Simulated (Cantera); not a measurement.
Input (Python, Cantera) and output of one run.

```python
import numpy as np
import cantera as ct

gas_names = [...]  # 151 gases of nasa_gas.yaml made of C, H, N, O, Si
cond_names = """
    C(gr) C6H6(L) C7H8(L) C8H18(L),n-octa H2O(s) H2O(L) Si(cr) Si(L) SiC(b) SiO2(Lqz) SiO2(hqz) SiO2(L)
    Si2N2O(s) Si3N4(a)
""".split()


# ... load() reads the species with a 1 bar reference pressure and builds the phases ...
atoms = {
    'Si3N4': {'Si': 3, 'N': 4},
    'H2O': {'H': 2, 'O': 1},
    'H2': {'H': 2},
    'CO2': {'C': 1, 'O': 2},
}
top_T = {'C(gr)': 4500, 'SiC(b)': 3050, 'Si2N2O(s)': 2100, 'Si3N4(a)': 2400}  # K; cautious upper limits of use, not melting points


# ... equilibrate(T, P, feed) seeds the gas with the atoms and calls Mixture.equilibrate('TP', solver="vcs", rtol=1e-11, max_steps=5000) ...
results = []
feed = {'Si3N4': 1, 'H2O': 0.28, 'H2': 960, 'CO2': 0.36}  # mol
P = 380  # Pa
for T in [950, 1000, 1050, 1100, 1150, 1200, 1250]:
    mix = equilibrate(T, P, feed)
    results.append((T, P, feed, dict(zip(mix.species_names, mix.species_moles))))

top = {s: max(r[3][s] / sum(r[3][g] for g in gas_names) for r in results) for s in gas_names}
cols = sorted((s for s in top if top[s] > 0.0001), key=lambda s: -top[s])[:7]
seen = [c for c in cond_names if any(r[3].get(c, 0) > 1e-12 for r in results)]
print("log10 of partial pressures in bar; condensed amounts in mol")
print(f"{'T/K':>10s}" + "".join(f"{s[:9]:>10s}" for s in cols + seen))
for T, P, feed, n in results:
    ng = sum(n[g] for g in gas_names)
    print(f"{T:10.4g}" + "".join(f"{np.log10(max(n[s] / ng * P / 1e5, 1e-99)):10.3f}" for s in cols)
          + "".join(f"{n.get(c, 0):10.4g}" for c in seen))
```

Result:

```
log10 of partial pressures in bar; condensed amounts in mol
       T/K        H2        N2       CH4    SiC(b) Si2N2O(s)  Si3N4(a)
       950    -2.421    -5.880    -5.846         0         1    0.3333
      1000    -2.421    -5.815    -5.956   0.08017         1    0.3066
      1050    -2.420    -5.684    -6.527    0.2848         1    0.2384
      1100    -2.420    -5.655    -7.107    0.3401         1      0.22
      1150    -2.420    -5.647    -7.649    0.3543         1    0.2153
      1200    -2.420    -5.645    -8.149    0.3581         1     0.214
      1250    -2.420    -5.645    -8.610    0.3593    0.9999    0.2136
```

Cantera equilibrium calculation (NASA polynomials, part measured and part estimated; ideal gas, pure solids and liquids). Mutual solubility and eutectic melting of coexisting phases are not modelled.
